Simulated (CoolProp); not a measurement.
Properties of benzene at several states (Tc = 288.9 °C, pc = 49.06 bar, ω = 0.211).

Computed with CoolProp (reference Helmholtz-energy equation of state, Thol 2012).

```json
[
 {"T (°C)": "233.45", "p (bar)": "119", "phase": "liquid", "Z": "0.3396", "isothermal compressibility (1/MPa)": "[?]", "expansivity (1/kK)": "2.139", "viscosity (µPa s)": "112", "fugacity coefficient": "0.2034"},
 {"T (°C)": "83.85", "p (bar)": "0.181", "phase": "gas", "Z": "0.9943", "isothermal compressibility (1/MPa)": "55.57", "expansivity (1/kK)": "2.855", "viscosity (µPa s)": "9.03", "fugacity coefficient": "0.9943"},
 {"T (°C)": "111.55", "p (bar)": "69.5", "phase": "liquid", "Z": "0.2155", "isothermal compressibility (1/MPa)": "[?]", "expansivity (1/kK)": "1.411", "viscosity (µPa s)": "257", "fugacity coefficient": "[?]"},
 {"T (°C)": "323.55", "p (bar)": "1.68", "phase": "gas", "Z": "0.9904", "isothermal compressibility (1/MPa)": "6.011", "expansivity (1/kK)": "1.731", "viscosity (µPa s)": "15.0", "fugacity coefficient": "0.9905"}
]
```

### Question
Complete the blanks.

### Answer

- 233.45, isothermal compressibility (1/MPa): 0.005891
- 111.55, isothermal compressibility (1/MPa): 0.001843
- 111.55, fugacity coefficient: 0.04066

Viscosity comes from a separate model (Avgeri 2014).
